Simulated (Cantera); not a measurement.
Source: NASA polynomial tables (part measured, part estimated), evaluated in Cantera. Values are per mole of reaction as written; species without (g) are pure solids or liquids, kept so even where they would boil at 1 bar.

### Question
Between 900 and 1350 K, where is each reaction favourable under standard conditions?
- 5 Pb + 5 CH3OH(g) + 2 C2H2(g) = 3 C3H8(g) + 5 PbO(g)

### Answer
- 5 Pb + 5 CH3OH(g) + 2 C2H2(g) = 3 C3H8(g) + 5 PbO(g): ΔG° is 537 kJ at 900 K and 538 kJ at 1350 K; it stays positive (K < 1). ΔH° is 530 kJ and ΔS° -6 J/K at 1350 K.
